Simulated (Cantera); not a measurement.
Cantera run:

```python
import numpy as np
import cantera as ct

gas_names = """
    AL ALH ALN ALO ALOH ALO2 ALO2H AL2 AL2O AL2O2 H HALO HNO HNO2 HNO3 HO2 H2 H2O H2O2 N NH NH2 NH3
    NH2OH NO NO2 NO3 N2 N2H2 N2H4 N2O O OH O2 O3
""".split()
cond_names = """
    AL(cr) AL(L) ALN(s) AL2O3(a) AL2O3(L) H2O(s) H2O(L)
""".split()


# ... load() reads the species with a 1 bar reference pressure and builds the phases ...
atoms = {
    'Al': {'AL': 1},
    'N2': {'N': 2},
    'H2': {'H': 2},
    'O2': {'O': 2},
}
top_T = {'ALN(s)': 2750}  # K; cautious upper limits of use, not melting points


# ... equilibrate(T, P, feed) seeds the gas with the atoms and calls Mixture.equilibrate('TP', solver="vcs", rtol=1e-11, max_steps=5000) ...
results = []
feed = {'Al': 1, 'N2': 24, 'H2': 140, 'O2': 1.1}  # mol
T = 1673.15  # K
P = 6600  # Pa
mix = equilibrate(T, P, feed)
results.append((T, P, feed, dict(zip(mix.species_names, mix.species_moles))))
print(gas.report(threshold=0.001))
for i in range(1, mix.n_phases):
    print(f"{mix.phase(i).name:16s} {mix.phase_moles(i):12.5e} mol")
```

Output:

```
       temperature   1673.2 K
          pressure   6600 Pa
           density   0.0027933 kg/m^3
  mean mol. weight   5.8877 kg/kmol
   phase of matter   gas

                          1 kg             1 kmol
                     ---------------   ---------------
          enthalpy        7.0429e+06        4.1466e+07  J
   internal energy        4.6801e+06        2.7555e+07  J
           entropy             37082        2.1833e+05  J/K
    Gibbs function       -5.5001e+07       -3.2383e+08  J
 heat capacity c_p            5676.9             33424  J/K
 heat capacity c_v            4264.7             25109  J/K

                      mass frac. Y      mole frac. X     chem. pot. / RT
                     ---------------   ---------------   ---------------
                H2           0.29071           0.84901           -21.809
               H2O          0.013057         0.0042673           -52.274
                N2           0.69616           0.14631           -30.995
     [  +32 minor]        7.2604e-05        0.00040992

AL(L)             0.00000e+00 mol
ALN(s)            0.00000e+00 mol
AL2O3(a)          4.99999e-01 mol
```

Equilibrium computed with Cantera from the NASA thermochemical tables; the gas is ideal and each condensed phase is pure.
